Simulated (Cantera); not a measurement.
Charge: 1 mol Si2Cl6, 0.94 mol NH3, 42 mol N2, equilibrated at 0.158 Torr.

Equilibrium computed with Cantera from the NASA thermochemical tables; the gas is ideal and each condensed phase is pure. Candidate condensed phases: NH4Cl, Si, Si3N4; 28 gas species. The feed counts by its element totals alone. The tables' values for SiCl3, SiCl, SiN are old estimates; treat these amounts as uncertain. The numbers say what is thermodynamically allowed, not how fast it happens.

x: gas mole fraction; n: condensed amount in mol.

```
T (°C)   x N2   x HCl   x SiCl2   x SiCl4      x Cl     x H2  n Si3N4(s)
------  -----  ------  --------  --------  --------  -------  ----------
602     0.922  0.0545   2.58e-7    0.0195   2.98e-9        ?       0.372
702     0.922  0.0558   1.38e-5    0.0191   7.26e-8        ?       0.377
802     0.921  0.0566  0.000342    0.0183   9.74e-7  0.00283       0.375
902     0.919  0.0566   0.00444    0.0147   8.03e-6  0.00271       0.338
1002    0.911  0.0533    0.0232   0.00450   3.72e-5        ?       0.178
1102    0.907  0.0428    0.0397  0.000290   8.96e-5  0.00874      0.0177
1202    0.906  0.0415    0.0418   4.78e-5  0.000312  0.00928           0
1302    0.906  0.0413    0.0422   1.06e-5  0.000978  0.00927           0
1402    0.904  0.0402    0.0420   2.60e-6   0.00258  0.00952           0
1502    0.901  0.0386    0.0409   7.12e-7   0.00602  0.00967           0
1602    0.894  0.0372    0.0371   2.30e-7    0.0135        ?           0
```

### Question
What belongs in the gaps?

### Answer

- 602, x H2: 0.00391
- 702, x H2: 0.00326
- 1002, x H2: 0.00384
- 1602, x H2: 0.00894
